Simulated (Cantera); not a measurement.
Cantera run, input and output.

```python
import numpy as np
import cantera as ct

gas = ct.Solution("gri30.yaml")
gas.TPX = 1275, 44000, {'CO': 0.001, 'O2': 0.0023, 'H2O': 0.01, 'N2': 1}
reactor = ct.IdealGasConstPressureReactor(gas, energy="off", clone=False)
net = ct.ReactorNet([reactor])
net.rtol, net.atol = 1e-08, 1e-18
show = ['CO', 'O2', 'H2O', 'NO2', 'N2O']
times = np.geomspace(0.0001, 200, 14)

steps = ct.SolutionArray(gas, extra=["t"])
rows = []
print(f"{'t/s':>10s}{'T/K':>9s}{'P/Pa':>11s}" + "".join(f"{s:>11s}" for s in show))
for t in times:
    while net.time < t:
        t_next = net.step()
        steps.append(gas.state, t=t_next)
    rows.append([np.interp(t, steps.t, y) for y in (steps.T, steps.P, *steps(*show).X.T)])
    print(f"{t:10.3e}{rows[-1][0]:9.1f}{rows[-1][1]:11.4g}" + "".join(f"{x:11.3e}" for x in rows[-1][2:]))
rate = np.gradient(steps.T, steps.t)
print("integrator steps:", len(steps.t))
if steps.T.max() > steps.T[0] + 200:
    print(f"time of steepest temperature rise: {steps.t[rate.argmax()]:.4e} s")
gas.TPX = 1275, 44000, {'CO': 0.001, 'O2': 0.0023, 'H2O': 0.01, 'N2': 1}
gas.equilibrate("TP")
print(f"equilibrium (TP): T = {gas.T:.1f} K  " + "  ".join(f"{s} {gas[s].X[0]:.3e}" for s in show))
```

Result:

```
       t/s      T/K       P/Pa         CO         O2        H2O        NO2        N2O
 1.000e-04   1275.0    4.4e+04  9.869e-04  2.270e-03  9.869e-03  2.016e-28  2.227e-16
 3.053e-04   1275.0    4.4e+04  9.869e-04  2.270e-03  9.869e-03  8.272e-27  1.208e-15
 9.319e-04   1275.0    4.4e+04  9.869e-04  2.270e-03  9.869e-03  4.150e-25  7.754e-15
 2.845e-03   1275.0    4.4e+04  9.869e-04  2.270e-03  9.869e-03  3.071e-23  6.617e-14
 8.685e-03   1275.0    4.4e+04  9.868e-04  2.270e-03  9.869e-03  6.366e-20  3.635e-12
 2.651e-02   1275.0    4.4e+04  6.079e-04  2.109e-03  9.699e-03  5.574e-13  2.530e-08
 8.094e-02   1275.0    4.4e+04  2.064e-05  1.792e-03  9.814e-03  2.077e-11  8.890e-08
 2.471e-01   1275.0    4.4e+04  1.369e-06  1.776e-03  9.865e-03  9.102e-11  1.157e-07
 7.543e-01   1275.0    4.4e+04  1.364e-07  1.776e-03  9.871e-03  1.074e-10  1.044e-07
 2.303e+00   1275.0    4.4e+04  2.310e-08  1.777e-03  9.872e-03  6.859e-11  5.412e-08
 7.030e+00   1275.0    4.4e+04  6.885e-09  1.777e-03  9.873e-03  4.327e-11  8.385e-09
 2.146e+01   1275.0    4.4e+04  3.538e-09  1.777e-03  9.873e-03  3.610e-11  1.921e-09
 6.551e+01   1275.0    4.4e+04  3.264e-09  1.777e-03  9.873e-03  3.564e-11  1.731e-09
 2.000e+02   1275.0    4.4e+04  3.263e-09  1.777e-03  9.873e-03  3.574e-11  1.730e-09
integrator steps: 1437
equilibrium (TP): T = 1275.0 K  CO 3.279e-09  O2 1.760e-03  H2O 9.873e-03  NO2 2.517e-08  N2O 1.722e-09
```

Cantera simulation using GRI-Mech 3.0 (53 species, 325 reactions); the numbers are that mechanism's predictions, not measurements.
